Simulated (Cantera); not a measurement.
A Cantera script and what it prints.

```python
import numpy as np
import cantera as ct

gas_names = """
    C CN CO CO2 C2 CCN CNC C2N2 C2O C3 C3O2 C4 C4N2 C5 N NCO NO NO2 NO3 N2 N2O O O2 O3 Pb PbO Pb2
""".split()
cond_names = """
    C(gr) Pb(cr) Pb(L) PbO(rd) PbO(yw) PbO(L) PbO2(s) Pb3O4(s)
""".split()


# ... load() reads the species with a 1 bar reference pressure and builds the phases ...
atoms = {
    'Pb': {'Pb': 1},
    'CO': {'C': 1, 'O': 1},
    'N2': {'N': 2},
}
top_T = {'C(gr)': 4500, 'Pb3O4(s)': 820}  # K; cautious upper limits of use, not melting points


# ... equilibrate(T, P, feed) seeds the gas with the atoms and calls Mixture.equilibrate('TP', solver="vcs", rtol=1e-11, max_steps=5000) ...
results = []
feed = {'Pb': 1, 'CO': 1.1, 'N2': 8}  # mol
P = 7800  # Pa
for T in [875, 925, 975, 1025, 1075, 1125, 1175, 1225, 1275, 1325]:
    mix = equilibrate(T, P, feed)
    results.append((T, P, feed, dict(zip(mix.species_names, mix.species_moles))))
    x = sorted(zip(gas.X, gas.species_names), reverse=True)
    print(f"T = {T:g} K  P = {P:g} Pa  gas = {mix.phase_moles(0):.4g} mol")
    print("   x: " + "  ".join(f"{s} {v:.3e}" for v, s in x if v > 1e-05))
    print("   condensed (mol): " + ("  ".join(f"{mix.phase(i).name} {mix.phase_moles(i):.4g}"
          for i in range(1, mix.n_phases) if mix.phase_moles(i) > 1e-12) or "none"))
```

Output:

```
T = 875 K  P = 7800 Pa  gas = 9.018 mol
   x: N2 8.871e-01  CO 1.039e-01  CO2 9.050e-03
   condensed (mol): C(gr) 0.08162  Pb(L) 0.9999
T = 925 K  P = 7800 Pa  gas = 9.072 mol
   x: N2 8.818e-01  CO 1.150e-01  CO2 3.103e-03  Pb 3.425e-05
   condensed (mol): C(gr) 0.02815  Pb(L) 0.9997
T = 975 K  P = 7800 Pa  gas = 9.091 mol
   x: N2 8.799e-01  CO 1.189e-01  CO2 1.059e-03  Pb 1.175e-04
   condensed (mol): C(gr) 0.009625  Pb(L) 0.9989
T = 1025 K  P = 7800 Pa  gas = 9.1 mol
   x: N2 8.791e-01  CO 1.201e-01  CO2 3.871e-04  Pb 3.566e-04
   condensed (mol): C(gr) 0.003522  Pb(L) 0.9968
T = 1075 K  P = 7800 Pa  gas = 9.107 mol
   x: N2 8.784e-01  CO 1.205e-01  Pb 9.736e-04  CO2 1.539e-04
   condensed (mol): C(gr) 0.001401  Pb(L) 0.9911
T = 1125 K  P = 7800 Pa  gas = 9.122 mol
   x: N2 8.770e-01  CO 1.205e-01  Pb 2.426e-03  CO2 6.617e-05
   condensed (mol): C(gr) 0.0006036  Pb(L) 0.9779
T = 1175 K  P = 7800 Pa  gas = 9.151 mol
   x: N2 8.742e-01  CO 1.201e-01  Pb 5.583e-03  CO2 3.050e-05
   condensed (mol): C(gr) 0.0002791  Pb(L) 0.9489
T = 1225 K  P = 7800 Pa  gas = 9.21 mol
   x: N2 8.686e-01  CO 1.194e-01  Pb 1.198e-02  CO2 1.489e-05
   condensed (mol): C(gr) 0.0001371  Pb(L) 0.8896
T = 1275 K  P = 7800 Pa  gas = 9.325 mol
   x: N2 8.579e-01  CO 1.179e-01  Pb 2.418e-02
   condensed (mol): C(gr) 7.093e-05  Pb(L) 0.7745
T = 1325 K  P = 7800 Pa  gas = 9.541 mol
   x: N2 8.385e-01  CO 1.153e-01  Pb 4.622e-02
   condensed (mol): C(gr) 3.819e-05  Pb(L) 0.5589
```

These are equilibrium values from Cantera (NASA tables, ideal gas, pure condensed phases), not measurements of a reactor.
